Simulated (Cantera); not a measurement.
# Nitride etching: Si₃N₄ + F₂ + N₂

A closed system holds: 1 mol Si₃N₄, a varied amount of F₂, 0.34 mol N₂, equilibrated at 875 °C and 0.000230 bar.

Cantera equilibrium calculation (NASA polynomials, part measured and part estimated; ideal gas, pure solids and liquids). Candidate condensed phases: Si, Si₃N₄; 16 gas species. The tables' values for SiF₃, SiF₂ are old estimates; treat these amounts as uncertain. Kinetics and transport are ignored.

From 1.4 mol F₂ to 4.9 mol F₂ the condensed part is Si₃N₄(s). From 6.4 mol F₂ to 14 mol F₂ nothing is condensed. The main Si-bearing gas is SiF₄ throughout.

```csv
n(F₂) (mol),x F,x SiF₄,x N₂,x SiF₃,x F₂,n Si₃N₄(s)
1.4,<1e-12,0.461,0.535,0.00364,<1e-12,0.766
1.8,<1e-12,0.485,0.511,0.00381,<1e-12,0.699
2.3,<1e-12,0.506,0.490,0.00396,<1e-12,0.616
3,<1e-12,0.524,0.472,0.00409,<1e-12,0.499
3.8,<1e-12,0.538,0.458,0.00419,<1e-12,0.365
4.9,<1e-12,0.550,0.446,0.00428,<1e-12,0.182
6.4,0.130,0.489,0.381,<1e-12,3.13e-5,0
8.2,0.451,0.308,0.240,<1e-12,0.000375,0
11,0.651,0.196,0.153,<1e-12,0.000781,0
14,0.748,0.141,0.110,<1e-12,0.00103,0
```
x: gas mole fraction; n: condensed amount in mol.
